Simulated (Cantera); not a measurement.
An isothermal, constant-pressure homogeneous reactor starts with 0.546 % CH₄, 99.2 % H₂, 0.228 % O₂, at 2525 K and 10.00 Torr.

Computed with Cantera and GRI-Mech 3.0 (53 species, 325 reactions). Radical loss at walls, strong at low pressure, is not modelled.

x: mole fraction; the columns are a selection and need not sum to one.

| t (s) | x CH₄ | x H₂ | x O₂ | x H | x C₂H₄ | x CO₂ | x OH |
|---|---|---|---|---|---|---|---|
| 7.00e-6 | 0.00543 | 0.992 | 0.00228 | 4.07e-5 | 3.13e-11 | 5.09e-12 | 1.19e-7 |
| 4.12e-5 | 0.00539 | 0.992 | 0.00227 | 0.000321 | 4.54e-9 | 5.81e-10 | 7.60e-7 |
| 0.000242 | 0.00520 | 0.990 | 0.00207 | 0.00232 | 2.42e-7 | 4.94e-8 | 3.55e-6 |
| 0.00142 | 0.00413 | 0.976 | 8.51e-5 | 0.0142 | 5.81e-6 | 1.27e-6 | 1.42e-5 |
| 0.00837 | [?] | 0.955 | [?] | [?] | [?] | [?] | [?] |
| 0.0492 | 9.38e-5 | 0.931 | 2.35e-9 | 0.0629 | 1.56e-7 | 7.17e-7 | 4.19e-5 |
| 0.289 | 5.55e-6 | 0.864 | 5.41e-11 | 0.131 | 9.61e-9 | 1.42e-7 | 6.10e-6 |
| 1.70 | 2.41e-7 | 0.782 | <1e-12 | 0.214 | 2.71e-9 | 3.95e-12 | 2.78e-10 |
| 10.0 | 2.34e-7 | 0.780 | <1e-12 | 0.216 | 2.65e-9 | 3.84e-12 | 2.74e-10 |

Problem. Complete the blanks.

Solution. 
- 0.00837, x CH₄: 0.00100
- 0.00837, x O₂: 1.56e-9
- 0.00837, x H: 0.0369
- 0.00837, x C₂H₄: 2.26e-6
- 0.00837, x CO₂: 1.33e-7
- 0.00837, x OH: 3.48e-5
